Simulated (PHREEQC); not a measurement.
1 kg of water holding 0.023 mol KHCO3 and 0.096 mol KCl is evaporated at 50 °C; the solids stay in contact with the brine. CO2 is held at log p = -3.4 (atm). The run lets Kalicinite, Sylvite precipitate or redissolve, and no other solid.

Base run: PHREEQC, Pitzer model, pitzer.dat. Each further column changes one thing. The table gives C in solution (mol/kgw).

```json
[
 {"H2O removed (mol)": "0", "base": "0.0179", "temperature from 50 to 75 °C": "0.0163", "temperature from 50 to 5 °C": "0.0209"},
 {"H2O removed (mol)": "18.01", "base": "0.0251", "temperature from 50 to 75 °C": "0.0230", "temperature from 50 to 5 °C": "0.0298"},
 {"H2O removed (mol)": "30.18", "base": "0.0353", "temperature from 50 to 75 °C": "0.0324", "temperature from 50 to 5 °C": "0.0422"},
 {"H2O removed (mol)": "38.4", "base": "0.0496", "temperature from 50 to 75 °C": "0.0460", "temperature from 50 to 5 °C": "0.0595"},
 {"H2O removed (mol)": "43.95", "base": "0.0700", "temperature from 50 to 75 °C": "0.0655", "temperature from 50 to 5 °C": "0.0834"},
 {"H2O removed (mol)": "47.7", "base": "0.0992", "temperature from 50 to 75 °C": "0.0937", "temperature from 50 to 5 °C": "0.117"},
 {"H2O removed (mol)": "50.23", "base": "0.141", "temperature from 50 to 75 °C": "0.135", "temperature from 50 to 5 °C": "0.164"},
 {"H2O removed (mol)": "52.58", "base": "0.243", "temperature from 50 to 75 °C": "0.234", "temperature from 50 to 5 °C": "0.274"},
 {"H2O removed (mol)": "53.53", "base": "0.351", "temperature from 50 to 75 °C": "0.340", "temperature from 50 to 5 °C": "0.390"},
 {"H2O removed (mol)": "54.17", "base": "0.510", "temperature from 50 to 75 °C": "0.497", "temperature from 50 to 5 °C": "0.561"},
 {"H2O removed (mol)": "54.6", "base": "0.745", "temperature from 50 to 75 °C": "0.728", "temperature from 50 to 5 °C": "0.813"},
 {"H2O removed (mol)": "54.9", "base": "1.09", "temperature from 50 to 75 °C": "1.07", "temperature from 50 to 5 °C": "1.18"},
 {"H2O removed (mol)": "55.09", "base": "1.60", "temperature from 50 to 75 °C": "1.57", "temperature from 50 to 5 °C": "1.72"},
 {"H2O removed (mol)": "55.23", "base": "2.34", "temperature from 50 to 75 °C": "2.29", "temperature from 50 to 5 °C": "2.52"}
]
```

At this temperature some constants are extrapolated from 25 °C, and those without enthalpy data are left unchanged.
